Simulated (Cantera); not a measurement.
Standard-state values (1 bar) from the NASA 1993 polynomials, evaluated with Cantera. Values are per mole of reaction as written; species without (g) are pure solids or liquids, kept so even where they would boil at 1 bar.

### Question
Between 1348 and 2248 K, where is each reaction favourable under standard conditions?
- 2 BN + 3 H2(g) + 3 F2(g) = 2 NH3(g) + 2 BF3(g)

### Answer
- 2 BN + 3 H2(g) + 3 F2(g) = 2 NH3(g) + 2 BF3(g): ΔG° is -1638 kJ at 1348 K and -1462 kJ at 2248 K; it stays negative (K > 1). ΔH° is -1909 kJ and ΔS° -199 J/K at 2248 K.
